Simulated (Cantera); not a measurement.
A closed system holds: 1 mol Si₃N₄, 0.5 mol N₂O, 340 mol H₂, 0.0022 mol H₂O, at 0.0900 Torr.

These are equilibrium values from Cantera (NASA tables, ideal gas, pure condensed phases), not measurements of a reactor. Candidate condensed phases: H₂O, Si, SiO₂, Si₂N₂O, Si₃N₄; 35 gas species. Kinetics and transport are ignored. All values below are at 2023 K.

Base state: H₂ 0.828, H 0.158, N₂ 0.00666, Si 0.00661, SiO 0.00134, SiH 4.24e-5 (mole fractions); condensed: gas only.

**Question.** What changes in the equilibrium state with this change: Si₃N₄ replaced by Si?

**Answer.** 
| species | before | after |
|---|---|---|
| H₂ | 0.828 | 0.837 |
| H | 0.158 | 0.159 |
| SiO | 0.00134 | 0.00135 |
| N₂ | 0.00666 | 0.00135 |
| Si | 0.00661 | 0.00133 |
| SiH | 4.24e-5 | 8.59e-6 |
